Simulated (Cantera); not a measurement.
## Thermodynamics of silicon epitaxy and polysilicon growth, feed SiH₂Cl₂ + HCl + H₂

Charge: 1 mol SiH₂Cl₂, 0.1 mol HCl, 960 mol H₂, equilibrated at 973.15 K and 10000 Pa.

These are equilibrium values from Cantera (NASA tables, ideal gas, pure condensed phases), not measurements of a reactor. Candidate condensed phases: Si; 19 gas species. Kinetics and transport are ignored.

```yaml
x(H₂): 0.998
x(HCl): 0.00193
x(SiHCl₃): 4.79e-5
x(SiCl₄): 1.64e-5
x(SiH₂Cl₂): 1.46e-5
x(SiCl₂): 5.97e-6
x(SiCl₃): 1.85e-6
x(SiH₃Cl): 1.12e-6
n(Si(s)): 0.915 mol
gas_amount: 962.0 mol
```
